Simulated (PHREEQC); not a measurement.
0.11 g of hydrous ferric oxide (600 m²/g; 0.2 weak and 0.005 strong sites per Fe, Dzombak-Morel constants, diffuse double layer) in 1 kg of water with 0.005 mol/kgw of an inert sodium salt and 0.62 mmol/kgw Na2SeO4, at 25 °C; the pH is set by adding NaOH or the inert anion's acid. O2 is buffered at 0.21 atm. The system is closed to CO2. No solid was allowed to form.

Computed with PHREEQC (ion-association model, wateq4f.dat).

| pH | Se sorbed (%) | surface charge σ (C/m²) | surface potential ψ (mV) |
|---|---|---|---|
| 4 | 18.5 | 0.026 | 87 |
| 4.38 | 18.0 | 0.025 | 86 |
| 4.75 | 17.0 | 0.024 | 84 |
| 5.12 | 15.5 | 0.022 | 81 |
| 5.5 | 13.3 | 0.020 | 76 |
| 5.88 | 10.7 | 0.018 | 70 |
| 6.25 | 8.0 | 0.015 | 63 |
| 6.62 | 5.4 | 0.013 | 56 |
| 7 | 3.0 | 0.010 | 46 |
| 7.38 | 1.3 | 0.007 | 34 |
| 7.75 | 0.4 | 0.004 | 18 |
| 8.12 | 0.1 | 0.000 | -1 |
| 8.5 | 0.0 | -0.004 | -22 |
| 8.88 | 0.0 | -0.009 | -43 |
| 9.25 | 0.0 | -0.015 | -63 |
| 9.62 | 0.0 | -0.023 | -82 |
| 10 | 0.0 | -0.035 | -102 |

Species that the database lacks are ignored.
